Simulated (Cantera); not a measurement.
Feed: 1 mol PbO, a varied amount of CO, at 1202 °C and 18.0 Torr.

Method: chemical equilibrium by Gibbs-energy minimisation in Cantera with the NASA 1993 tables (ideal gas, pure condensed phases). Candidate condensed phases: C, Pb, PbO, PbO2, Pb3O4; 15 gas species. Gases not in the tables: (PbO)n polymers. The numbers say what is thermodynamically allowed, not how fast it happens.

x: gas mole fraction; n: condensed amount in mol.

| n(CO) (mol) | x CO | x CO2 | x Pb | x PbO | x O2 | x Pb2 | n PbO(l) |
|---|---|---|---|---|---|---|---|
| 0.51 | 0.000406 | 0.366 | 0.367 | 0.266 | 0.000380 | 6.00e-5 | 0.120 |
| 0.78 | 0.00123 | 0.437 | 0.437 | 0.125 | 5.89e-5 | 8.50e-5 | 0 |
| 1.2 | 0.0927 | 0.453 | 0.453 | 0.00177 | 1.11e-8 | 9.12e-5 | 0 |
| 1.8 | ___ | ___ | ___ | ___ | ___ | ___ | 0 |
| 2.8 | 0.474 | 0.263 | 0.263 | 0.000117 | 1.44e-10 | 3.08e-5 | 0 |
| 4.2 | 0.615 | 0.192 | 0.192 | 4.82e-5 | 4.55e-11 | 1.65e-5 | 0 |
| 6.4 | ___ | ___ | ___ | ___ | ___ | ___ | 0 |
| 9.8 | 0.815 | 0.0926 | 0.0926 | 8.44e-6 | 6.01e-12 | 3.82e-6 | 0 |
| 15 | 0.875 | 0.0625 | 0.0625 | 3.58e-6 | 2.38e-12 | 1.74e-6 | 0 |

Problem. Fill in the missing entries.

Solution. 
- 1.8, x CO: 0.286
- 1.8, x CO2: 0.357
- 1.8, x Pb: 0.357
- 1.8, x PbO: 0.000357
- 1.8, x O2: 7.25e-10
- 1.8, x Pb2: 5.66e-5
- 6.4, x CO: 0.730
- 6.4, x CO2: 0.135
- 6.4, x Pb: 0.135
- 6.4, x PbO: 2.01e-5
- 6.4, x O2: 1.60e-11
- 6.4, x Pb2: 8.13e-6
